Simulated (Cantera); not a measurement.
Charge: 1 mol Cr, 0.24 mol NH3, a varied amount of H2, at 1848 K and 0.480 Pa.

Cantera equilibrium calculation (NASA polynomials, part measured and part estimated; ideal gas, pure solids and liquids). Candidate condensed phases: Cr, CrN, Cr2N; 11 gas species. Kinetics and transport are ignored.

x: gas mole fraction; nothing condenses.

| n(H2) (mol) | x H2 | x H | x Cr | x N2 | x N |
|---|---|---|---|---|---|
| 5.1 | 0.651 | 0.195 | 0.137 | 0.0165 | 4.92e-9 |
| 6.7 | 0.678 | 0.199 | (withheld) | (withheld) | (withheld) |
| 8.9 | 0.700 | 0.203 | 0.0866 | 0.0104 | 3.91e-9 |
| 12 | 0.720 | 0.205 | 0.0666 | 0.00799 | 3.43e-9 |
| 15 | 0.732 | 0.207 | 0.0544 | 0.00653 | 3.10e-9 |
| 20 | 0.744 | 0.209 | 0.0417 | 0.00500 | 2.71e-9 |
| 27 | 0.755 | 0.210 | (withheld) | (withheld) | (withheld) |
| 35 | 0.761 | 0.211 | 0.0245 | 0.00294 | 2.08e-9 |
| 46 | 0.767 | 0.212 | 0.0188 | 0.00226 | 1.82e-9 |
| 61 | 0.771 | 0.213 | 0.0143 | 0.00172 | 1.59e-9 |
| 81 | 0.775 | 0.213 | 0.0108 | 0.00130 | 1.38e-9 |
| 110 | 0.778 | 0.213 | 0.00801 | 0.000962 | 1.19e-9 |
| 140 | 0.779 | 0.214 | 0.00631 | 0.000758 | 1.06e-9 |

Q: What belongs in the gaps?

A: 
- 27, x Cr: 0.0314
- 27, x N2: 0.00377
- 27, x N: 2.36e-9
- 6.7, x Cr: 0.110
- 6.7, x N2: 0.0132
- 6.7, x N: 4.41e-9
